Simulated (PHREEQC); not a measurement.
Make-up at 20 °C: 50 mmol/kgw Na2SO4. Closed to the air; pH follows from the charge balance.

The numbers come from PHREEQC with the ion-association model, phreeqc.dat.

| quantity | before | after |
|---|---|---|
| ionic strength (mol/kgw) | 0.137 | 0.138 |
| Na+ (mol/kgw) | 0.0934 | 0.0938 |
| SO4-2 (mol/kgw) | 0.0434 | 0.0438 |
| NaSO4- (mol/kgw) | 0.00663 | 0.00619 |
| HSO4- (mol/kgw) | 9.43e-8 | 4.05e-8 |

Question: What was changed between the two runs?
A. Na2SO4 from 0.05 to 0.055 mol/kgw
B. Na2SO4 from 0.05 to 0.045 mol/kgw
C. diluted 100-fold with water
D. temperature from 20 to 5 °C

Answer: D, temperature from 20 to 5 °C

This is a speciation only: nothing precipitates in the calculation. Constants without temperature data keep their 25 °C values here.
